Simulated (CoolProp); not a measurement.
Model: reference Helmholtz-energy equation of state, Bücker 2006, in CoolProp.

For ethane, give the phase and the Joule-Thomson coefficient (K/MPa), expansivity (1/kK), viscosity (µPa s), conductivity (mW/(m K)) at 152.6 K and 1830 kPa; 249.2 K and 1830 kPa.


- 152.6 K and 1830 kPa: liquid; Joule-Thomson coefficient -0.515, expansivity 1.96, viscosity 262, conductivity 199
- 249.2 K and 1830 kPa: liquid; Joule-Thomson coefficient 0.0189, expansivity 4.11, viscosity 79.8, conductivity 111

Viscosity comes from a separate model (Friend 1991). Thermal conductivity comes from a separate model (Friend 1991).
